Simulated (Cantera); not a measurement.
A Cantera script and its output.

```python
import numpy as np
import cantera as ct

gas = ct.Solution("gri30.yaml", transport_model="multicomponent")
show = ['OH', 'NH3', 'H2']

rows = []
print(f"{'T/K':>7s}{'rho':>11s}{'cp':>10s}{'mu':>11s}{'lambda':>11s}{'Pr':>7s}" + "".join(f"{'D_' + s:>11s}" for s in show))
for T in [400, 600, 800, 1000, 1200, 1400, 1600, 1800]:
    gas.TPX = T, 520, {'NO': 0.43}
    Pr = gas.cp_mass * gas.viscosity / gas.thermal_conductivity
    D = [gas.mix_diff_coeffs_mole[gas.species_index(s)] for s in show]
    rows.append([gas.density, gas.cp_mass, gas.viscosity, gas.thermal_conductivity, Pr, *D])
    print(f"{T:7g}{gas.density:11.4e}{gas.cp_mass:10.1f}{gas.viscosity:11.4e}"
          f"{gas.thermal_conductivity:11.4e}{Pr:7.3f}" + "".join(f"{d:11.4e}" for d in D))
print("SI units: kg/m3, J/kg/K, Pa s, W/m/K, m2/s")
```

Result:

```
    T/K        rho        cp         mu     lambda     Pr       D_OH      D_NH3       D_H2
    400 4.6916e-03     998.6 2.3120e-05 3.2481e-02  0.711 1.0071e-02 7.3540e-03 2.4667e-02
    600 3.1277e-03    1040.9 3.0618e-05 4.5000e-02  0.708 2.0050e-02 1.5443e-02 4.8665e-02
    800 2.3458e-03    1092.2 3.7097e-05 5.7257e-02  0.708 3.2479e-02 2.5682e-02 7.8549e-02
   1000 1.8766e-03    1132.7 4.2948e-05 6.8778e-02  0.707 4.7116e-02 3.7809e-02 1.1375e-01
   1200 1.5639e-03    1159.2 4.8363e-05 7.9307e-02  0.707 6.3795e-02 5.1650e-02 1.5388e-01
   1400 1.3404e-03    1181.0 5.3449e-05 8.9329e-02  0.707 8.2391e-02 6.7081e-02 1.9862e-01
   1600 1.1729e-03    1198.6 5.8275e-05 9.8884e-02  0.706 1.0280e-01 8.4013e-02 2.4776e-01
   1800 1.0426e-03    1212.8 6.2887e-05 1.0801e-01  0.706 1.2495e-01 1.0237e-01 3.0108e-01
SI units: kg/m3, J/kg/K, Pa s, W/m/K, m2/s
```

Detailed kinetics in Cantera: GRI-Mech 3.0 (53 species, 325 reactions). The composition is frozen, though it would react at the higher temperatures.
